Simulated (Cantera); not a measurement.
What does this Cantera script print?

```python
import numpy as np
import cantera as ct

gas = ct.Solution("h2o2.yaml")
gas.TPX = 1450, 260, {'H2': 0.12, 'O2': 1}
inlet = ct.Reservoir(gas, clone=True)

reactor = ct.IdealGasConstPressureReactor(gas, energy="off", clone=False)
exhaust = ct.Reservoir(gas, clone=True)
tau = [1.6, 0.96, 0.58, 0.35, 0.21, 0.12, 0.075, 0.045, 0.027, 0.016, 0.0096][0]
for a, b in ((inlet, reactor), (reactor, exhaust)):
    ct.MassFlowController(a, b, mdot=lambda t: reactor.mass / tau)
net = ct.ReactorNet([reactor])
show = ['H2', 'O2', 'HO2', 'H2O2', 'H', 'H2O', 'OH']

rows = []
print(f"{'tau/s':>10s}{'T/K':>9s}" + "".join(f"{s:>11s}" for s in show))
for tau in [1.6, 0.96, 0.58, 0.35, 0.21, 0.12, 0.075, 0.045, 0.027, 0.016, 0.0096]:
    net.initial_time = 0.0
    net.advance(30 * tau)
    before = gas.X
    net.advance(40 * tau)
    drift = np.max(np.abs(gas.X - before) / (gas.X + 1e-9))
    rows.append([gas.T, *gas[show].X, drift])
    print(f"{tau:10.3e}{gas.T:9.1f}" + "".join(f"{x:11.3e}" for x in gas[show].X))
```

Result:

```
     tau/s      T/K         H2         O2        HO2       H2O2          H        H2O         OH
 1.600e+00   1450.0  1.814e-03  8.498e-01  5.485e-07  1.710e-08  6.828e-03  1.006e-01  9.299e-03
 9.600e-01   1450.0  2.201e-03  8.415e-01  5.763e-07  1.791e-08  9.280e-03  9.787e-02  1.018e-02
 5.800e-01   1450.0  2.567e-03  8.336e-01  5.946e-07  1.843e-08  1.183e-02  9.521e-02  1.091e-02
 3.500e-01   1450.0  2.894e-03  8.267e-01  6.056e-07  1.875e-08  1.421e-02  9.283e-02  1.149e-02
 2.100e-01   1450.0  3.184e-03  8.212e-01  6.120e-07  1.894e-08  1.621e-02  9.086e-02  1.192e-02
 1.200e-01   1450.0  3.482e-03  8.171e-01  6.159e-07  1.912e-08  1.785e-02  8.920e-02  1.227e-02
 7.500e-02   1450.0  3.759e-03  8.149e-01  6.181e-07  1.930e-08  1.883e-02  8.811e-02  1.251e-02
 4.500e-02   1450.0  4.153e-03  8.135e-01  6.202e-07  1.959e-08  1.960e-02  8.706e-02  1.275e-02
 2.700e-02   1450.0  4.737e-03  8.131e-01  6.224e-07  2.004e-08  2.019e-02  8.594e-02  1.304e-02
 1.600e-02   1450.0  5.680e-03  8.136e-01  6.251e-07  2.075e-08  2.070e-02  8.449e-02  1.343e-02
 9.600e-03   1450.0  7.160e-03  8.150e-01  6.277e-07  2.177e-08  2.116e-02  8.249e-02  1.394e-02
```

Detailed kinetics in Cantera: the H2/O2 subset of GRI-Mech 3.0, which has no nitrogen chemistry. Radical loss at walls, strong at low pressure, is not modelled. The temperature is held fixed by assumption; the heat of reaction is taken as removed at once.
